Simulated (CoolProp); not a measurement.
The fluoroketone C6F12O (FK-5-1-12) along the isotherm 464.2 K: fugacity coefficient from the reference equation and from simpler models built on Tc = 441.8 K, pc = 1.869 MPa, ω = 0.471; each cubic takes its own stable root.

Model: reference Helmholtz-energy equation of state, McLinden 2015, in CoolProp.

```csv
p (MPa),phase,reference,van der Waals,Redlich-Kwong,Soave-Redlich-Kwong,Peng-Robinson
0.0591,gas,0.9908,0.9917,0.9907,0.9911,0.9899
0.0997,gas,0.9845,0.9860,0.9843,0.9850,0.9831
0.168,gas,0.9740,0.9764,0.9736,0.9748,0.9716
0.284,gas,0.9563,0.9602,0.9556,0.9575,0.9523
0.479,gas,0.9269,0.9329,0.9255,0.9288,0.9203
0.809,gas,0.8781,0.8870,0.8754,0.8810,0.8676
1.37,gas,0.7968,0.8087,0.7918,0.8016,0.7816
2.3,supercritical,0.6630,0.6678,0.6521,0.6721,0.6460
3.89,supercritical,0.4740,0.4868,0.4680,0.4954,0.4686
6.56,supercritical,0.3498,0.3847,0.3527,0.3771,0.3487
11.1,supercritical,0.2876,0.3517,0.2959,0.3189,0.2847
18.7,supercritical,0.2832,0.4075,0.2959,0.3211,0.2722
```
